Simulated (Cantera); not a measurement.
A perfectly stirred reactor is fed with NO : N2 = 1 : 11 (molar parts), at 1.01 bar; it is held at 1923 K, and followed from long to short residence time.

Detailed kinetics in Cantera: GRI-Mech 3.0 (53 species, 325 reactions).

x: mole fraction; the columns are a selection and need not sum to one.

```csv
τ (s),x NO,x N2O,x N2,x O2,x NO2
8.0,0.0372,7.59e-7,0.940,0.0230,(withheld)
2.7,0.0581,1.63e-6,0.929,0.0126,(withheld)
0.92,0.0729,2.50e-6,0.922,0.00517,(withheld)
0.32,0.0796,2.95e-6,0.919,0.00184,(withheld)
0.11,0.0820,3.12e-6,0.917,0.000617,(withheld)
0.037,0.0829,3.14e-6,0.917,0.000196,(withheld)
0.012,0.0832,3.05e-6,0.917,5.37e-5,(withheld)
0.0042,0.0833,2.77e-6,0.917,1.21e-5,(withheld)
0.0014,0.0833,2.15e-6,0.917,1.34e-6,(withheld)
0.00049,0.0833,1.32e-6,0.917,1.04e-7,(withheld)
0.00017,0.0833,6.26e-7,0.917,9.54e-9,(withheld)
```

Problem. Some entries are withheld; supply them.

Solution. 
- 8.0, x NO2: 2.47e-5
- 2.7, x NO2: 2.90e-5
- 0.92, x NO2: 2.48e-5
- 0.32, x NO2: 1.89e-5
- 0.11, x NO2: 1.51e-5
- 0.037, x NO2: 1.31e-5
- 0.012, x NO2: 1.14e-5
- 0.0042, x NO2: 8.70e-6
- 0.0014, x NO2: 4.33e-6
- 0.00049, x NO2: 1.37e-6
- 0.00017, x NO2: 3.41e-7
